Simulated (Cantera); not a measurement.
Hydrocarbon pyrolysis for carbon deposition

A perfectly stirred reactor is fed with CH₄ : N₂ = 1 : 3.8 (molar parts), at 975 Torr; it is held at 1423 K, and followed from long to short residence time.

Detailed kinetics in Cantera: GRI-Mech 3.0 (53 species, 325 reactions). GRI-Mech 3.0 stops at C3 and has no aromatics, soot or wall deposition, so with more carbon than oxygen in the feed, carbon stays in small species such as C2H2 where larger ones or solid carbon would form.

| τ (s) | x CH₄ | x H | x CH₃ | x C₂H₄ | x C₂H₂ |
|---|---|---|---|---|---|
| 27 | 0.0666 | 2.03e-6 | 1.59e-5 | 0.00740 | 0.0518 |
| 3.7 | 0.125 | 1.04e-6 | 2.57e-5 | 0.00323 | 0.0315 |
| 0.51 | 0.184 | 3.49e-7 | 4.30e-5 | 0.00158 | 0.00851 |
| 0.072 | 0.204 | 6.22e-8 | 5.05e-5 | 0.000846 | 0.000650 |
| 0.0099 | 0.208 | 9.25e-9 | 3.44e-5 | 6.20e-5 | 4.86e-6 |
| 0.0014 | 0.208 | 4.99e-9 | 1.95e-5 | 2.11e-6 | 1.71e-8 |
| 0.00019 | 0.208 | 4.23e-9 | 6.14e-6 | 2.57e-8 | 1.91e-11 |
x: mole fraction; the columns are a selection and need not sum to one.
